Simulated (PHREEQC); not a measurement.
Ultrapure water in contact with air or piping

Model water analysis in mg/kgw, 17 °C, pH 6.63, pe 2.9:

```csv
constituent,mg/kgw
Na,0.106
K,0.00102
Ca,0.29
Mg,0.0553
Cl,0.0667
S(6) as SO4,0.332
Alkalinity as HCO3,0.932
Sr,0.000598
Si as SiO2,0.00113
```

Valence states are taken as typed.

Computed with PHREEQC (ion-association model, phreeqc.dat).

Each row changes one thing in this solution. No solid was allowed to form.

| case | HCO3- (mol/kgw) | CO2 (mol/kgw) | CaSO4 (mol/kgw) | CO3-2 (mol/kgw) | MgSO4 (mol/kgw) | CaHCO3+ (mol/kgw) | SI of Quartz (SiO2) |
|---|---|---|---|---|---|---|---|
| as made | 1.55e-5 | 9.12e-6 | 3.94e-9 | 2.64e-9 | 1.41e-9 | 1.20e-9 | -3.62 |
| pH from 6.63 to 5.63 at the same alkalinity | 1.76e-5 | 0.000104 | 3.94e-9 | 3.01e-10 | 1.40e-9 | 1.37e-9 | -3.62 |
| Si from 0.00113 to 0.00339 mg/kgw | 1.55e-5 | 9.12e-6 | 3.94e-9 | 2.64e-9 | 1.41e-9 | 1.20e-9 | -3.15 |
| all concentrations times 3 at the same typed pH | 4.61e-5 | 2.70e-5 | 3.40e-8 | 7.99e-9 | 1.21e-8 | 1.05e-8 | -3.15 |
| pH from 6.63 to 7.13 at the same alkalinity | ___ | 2.84e-6 | 3.94e-9 | 8.24e-9 | 1.41e-9 | ___ | -3.62 |

Task: Fill in the missing entries.

Result: 
- pH from 6.63 to 7.13 at the same alkalinity, HCO3- (mol/kgw): 1.53e-5
- pH from 6.63 to 7.13 at the same alkalinity, CaHCO3+ (mol/kgw): 1.18e-9

Complexes and solids missing from the database can't appear.
